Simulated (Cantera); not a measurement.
A perfectly stirred reactor is fed with CH₄ : O₂ : N₂ : H₂O = 1 : 1.54 : 5.78 : 2.5 (molar parts), equivalence ratio 1.3, at 17.0 bar; it is adiabatic with a 525 K inlet, and is followed from long to short residence time, starting on the burning branch (τ in s: 0.075, 0.035, 0.016, 0.0076, 0.0036, 0.0017, 0.00078, 0.00036, 0.00017, 7.9e-05, 3.7e-05, 1.7e-05).

Model: GRI-Mech 3.0 (53 species, 325 reactions), integrated in Cantera. The pressure lies above the range GRI-Mech 3.0 was tuned for (to about 10 atm).

Problem. Predict: blow-out, bracketed by the residence times tried; x(CH₄) at τ = 75.0 ms; x(O₂) at τ = 75.0 ms; x(H₂O) at τ = 75.0 ms; x(H₂O₂) at τ = 75.0 ms; x(CH₂) at τ = 75.0 ms; x(CH₄) at τ = 0.780 ms; x(O₂) at τ = 0.780 ms; x(H₂O) at τ = 0.780 ms; x(H₂O₂) at τ = 0.780 ms; x(CH₂) at τ = 0.780 ms.

Solution. 
| Property | Result |
|---|---|
| blow-out, bracketed by the residence times tried | burning at 0.780 ms, out at 0.360 ms |
| x(CH₄) at τ = 75.0 ms | 0.00231 |
| x(O₂) at τ = 75.0 ms | 0.000184 |
| x(H₂O) at τ = 75.0 ms | 0.353 |
| x(H₂O₂) at τ = 75.0 ms | 1.54e-8 |
| x(CH₂) at τ = 75.0 ms | 2.72e-8 |
| x(CH₄) at τ = 0.780 ms | 0.00850 |
| x(O₂) at τ = 0.780 ms | 0.00939 |
| x(H₂O) at τ = 0.780 ms | 0.361 |
| x(H₂O₂) at τ = 0.780 ms | 1.54e-6 |
| x(CH₂) at τ = 0.780 ms | 6.71e-7 |
